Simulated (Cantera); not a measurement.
Feed: 1 mol S, 0.26 mol SO2, 0.37 mol H2, equilibrated at 1.33 mbar.

Cantera equilibrium calculation (NASA polynomials, part measured and part estimated; ideal gas, pure solids and liquids). Candidate condensed phases: H2O, H2SO4, S; 19 gas species. Rates play no part. All values below are at 3150 K.

Base state: S 0.485, H 0.298, O 0.180, SO 0.0284, S2 0.00212, OH 0.00198, H2 0.00197, O2 0.00127 (mole fractions); condensed: gas only.

**Question.** What changes in the equilibrium state with this change: 0.029 mol CH4 added?

**Answer.** 
```csv
species,before,after
S,0.485,0.464
H,0.298,0.328
O,0.180,0.163
CO,0,0.0113
SO,0.0284,0.0246
CO2,0,2.39e-5
SO2,0.000333,0.000261
O2,0.00127,0.00104
H2,0.00197,0.00239
H2O,3.54e-5,3.88e-5
```
Further candidate phases: C, C6H6, C7H8, C8H18.
